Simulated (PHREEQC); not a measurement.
Dissolve 0.23 mol/kgw KH2PO4, 0.047 mol/kgw NaOH and 0.00017 mol/kgw NiSO4 at 50 °C. Closed to the air; pH follows from the charge balance.

The numbers come from PHREEQC with the ion-association model, wateq4f.dat.

**Question.** The ionic strength comes out as 0.315 mol/kgw. What activity coefficients do H+, Na+, NaSO4-, HPO4-2, KHPO4- get?

**Answer.** H+ 0.77, Na+ 0.71, NaSO4- 0.71, HPO4-2 0.24, KHPO4- 0.71.

This is a speciation only: nothing precipitates in the calculation. Complexes and solids missing from the database can't appear. H3PO4, which wateq4f.dat lacks, is added to it with the constant of phreeqc.dat. Constants without temperature data keep their 25 °C values here. The database has no phosphate complexes of Ni.
